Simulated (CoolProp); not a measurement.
Properties of n-butane along the isobar 101 kPa (Tc = 152.0 °C, pc = 3796 kPa, ω = 0.201).

The numbers come from the reference Helmholtz-energy equation of state, Bücker 2006 in CoolProp.

| T (°C) | phase | density (kg/m³) | cp (kJ/(kg K)) | speed of sound (m/s) |
|---|---|---|---|---|
| 85.35 | gas | 2.001 | 1.981 | 232.0 |
| 97.05 | gas | 1.935 | 2.031 | 235.9 |
| 108.75 | gas | 1.873 | 2.081 | 239.6 |
| 120.55 | gas | 1.814 | 2.132 | 243.3 |
| 132.25 | gas | 1.760 | 2.181 | 246.9 |
| 143.95 | gas | 1.709 | 2.231 | 250.5 |
| 155.65 | gas | 1.661 | 2.280 | 254.0 |
| 167.45 | gas | 1.615 | 2.328 | 257.4 |
| 179.15 | gas | 1.572 | 2.376 | 260.8 |
| 190.85 | gas | 1.532 | 2.423 | 264.1 |
| 202.65 | gas | 1.493 | 2.470 | 267.4 |
| 214.35 | gas | 1.456 | 2.515 | 270.6 |
